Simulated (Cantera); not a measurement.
Cantera run, input and output.

```python
import numpy as np
import cantera as ct

gas = ct.Solution("gri30.yaml")


def delay(T, t_max=10):
    gas.TPX = T, 240000, {'CH4': 1, 'C2H6': 0.04, 'C3H8': 0.089, 'O2': 2.58, 'N2': 6.72}
    reactor = ct.IdealGasReactor(gas, clone=False)
    net = ct.ReactorNet([reactor])
    net.rtol, net.atol = 1e-8, 1e-16
    while net.time < t_max:
        t_old, T_old = net.time, reactor.T
        net.step()
        if reactor.T > T + 400:  # ignition: a rise of 400 K
            return t_old + (T + 400 - T_old) / (reactor.T - T_old) * (net.time - t_old)
    return np.nan


taus = []
for T in [1125, 1200, 1275, 1350, 1425, 1500, 1575]:
    taus.append(delay(T))
    print(f"T0 = {T:6g} K   tau = {taus[-1]:.4e} s")
```

Output:

```
T0 =   1125 K   tau = 1.3407e-02 s
T0 =   1200 K   tau = 4.0553e-03 s
T0 =   1275 K   tau = 1.2737e-03 s
T0 =   1350 K   tau = 4.3994e-04 s
T0 =   1425 K   tau = 1.7250e-04 s
T0 =   1500 K   tau = 7.7326e-05 s
T0 =   1575 K   tau = 3.9318e-05 s
```

Cantera simulation using GRI-Mech 3.0 (53 species, 325 reactions); the numbers are that mechanism's predictions, not measurements.
